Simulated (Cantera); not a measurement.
Mixture: CH4 : C2H6 : O2 : N2 : H2O = 1 : 0.095 : 4.49 : 15.3 : 0.96 (molar parts), equivalence ratio 0.52, at 36.0 bar, adiabatic and at constant pressure. Ignition delay is the time to a rise of 400 K.

Model: GRI-Mech 3.0 (53 species, 325 reactions), integrated in Cantera. The pressure lies above the range GRI-Mech 3.0 was tuned for (to about 10 atm).

Q: What does this change do: constant volume in place of constant pressure?

A: 
```json
[
 {"quantity": "delay at 1175 K", "before": "0.688 ms", "after": "0.646 ms"},
 {"quantity": "delay at 1375 K", "before": "69.3 µs", "after": "63.4 µs"},
 {"quantity": "delay at 1575 K", "before": "12.1 µs", "after": "10.9 µs"},
 {"quantity": "delay at 1775 K", "before": "3.09 µs", "after": "2.72 µs"},
 {"quantity": "delay at 1975 K", "before": "1.05 µs", "after": "0.918 µs"},
 {"quantity": "apparent activation energy between 1775 and 1975 K", "before": "160 kJ/mol", "after": "160 kJ/mol"}
]
```

Q: What does this change do: pressure from 36.0 bar to 27.0 bar?

A: 
| quantity | before | after |
|---|---|---|
| delay at 1175 K | 0.688 ms | 0.836 ms |
| delay at 1375 K | 69.3 µs | 82.8 µs |
| delay at 1575 K | 12.1 µs | 14.6 µs |
| delay at 1775 K | 3.09 µs | 3.74 µs |
| delay at 1975 K | 1.05 µs | 1.28 µs |
| apparent activation energy between 1775 and 1975 K | 160 kJ/mol | 160 kJ/mol |

Q: What does this change do: pressure from 36.0 bar to 1.01 bar?

A: 
```
quantity                                                before       after
--------------------------------------------------  ----------  ----------
delay at 1175 K                                       0.688 ms     6.27 ms
delay at 1375 K                                        69.3 µs    0.711 ms
delay at 1575 K                                        12.1 µs    0.128 ms
delay at 1775 K                                        3.09 µs     38.0 µs
delay at 1975 K                                        1.05 µs     17.0 µs
apparent activation energy between 1775 and 1975 K  160 kJ/mol  120 kJ/mol
```
